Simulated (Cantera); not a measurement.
## Si + HCl + H2 (chlorosilane synthesis and conversion)

Input: 1 mol Si, 3.3 mol HCl, 7.6 mol H2, equilibrated at 2300000 Pa.

Method: chemical equilibrium by Gibbs-energy minimisation in Cantera with the NASA 1993 tables (ideal gas, pure condensed phases). Candidate condensed phases: Si; 19 gas species. The tables' values for SiCl3 are old estimates; treat these amounts as uncertain. Gases not in the tables: Si2H6 and higher silanes. Kinetics and transport are ignored.

| T (K) | x H2 | x HCl | x SiHCl3 | x SiCl4 | x SiCl2 | x SiCl3 | n Si(s) |
|---|---|---|---|---|---|---|---|
| 950 | 0.896 | 0.00273 | 0.0554 | 0.0367 | 1.06e-5 | 0.000108 | 0 |
| 1025 | 0.894 | 0.00497 | 0.0551 | 0.0357 | 4.90e-5 | 0.000289 | 0 |
| 1100 | 0.891 | 0.00868 | 0.0535 | 0.0353 | 0.000172 | 0.000661 | 0.00955 |
| 1175 | 0.888 | 0.0140 | 0.0515 | 0.0346 | 0.000507 | 0.00134 | 0.0232 |
| 1250 | 0.882 | 0.0213 | 0.0490 | 0.0332 | 0.00129 | 0.00245 | 0.0403 |
| 1325 | 0.876 | 0.0305 | 0.0457 | 0.0311 | 0.00291 | 0.00408 | 0.0596 |
| 1400 | 0.867 | 0.0415 | 0.0415 | 0.0281 | 0.00586 | 0.00622 | 0.0786 |
| 1475 | 0.857 | 0.0538 | 0.0365 | 0.0242 | 0.0106 | 0.00870 | 0.0944 |
| 1550 | 0.846 | 0.0667 | 0.0307 | 0.0197 | 0.0175 | 0.0111 | 0.104 |
| 1625 | 0.834 | 0.0793 | 0.0246 | 0.0150 | 0.0264 | 0.0130 | 0.106 |
x: gas mole fraction; n: condensed amount in mol.

From 950 K to 1025 K nothing is condensed. From 1100 K to 1625 K the condensed part is Si(s). The main Si-bearing gas is SiHCl3 at 950 K and SiCl2 at 1625 K.
